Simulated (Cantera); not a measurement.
Input: 1 mol SF6, 0.072 mol O2, equilibrated at 2627 °C and 1330 Pa.

Cantera equilibrium calculation (NASA polynomials, part measured and part estimated; ideal gas, pure solids and liquids). Candidate condensed phases: S; 25 gas species. Equilibrium is a limit: real reactors are often held back by kinetics, nucleation or transport.

Base state: F 0.856, S 0.116, SO 0.0136, O 0.00620, S2 0.00512, SF 0.00319, SO2 0.000343, O2 8.12e-5 (mole fractions); condensed: gas only.

What changes in the equilibrium state with this change: temperature from 2627 °C to 2702 °C?


```
species    before     after
-------  --------  --------
F           0.856     0.852
S           0.116     0.121
SO         0.0136    0.0113
O         0.00620   0.00860
SF2       3.74e-5   1.77e-5
SO2      0.000343  0.000221
S2        0.00512   0.00356
```
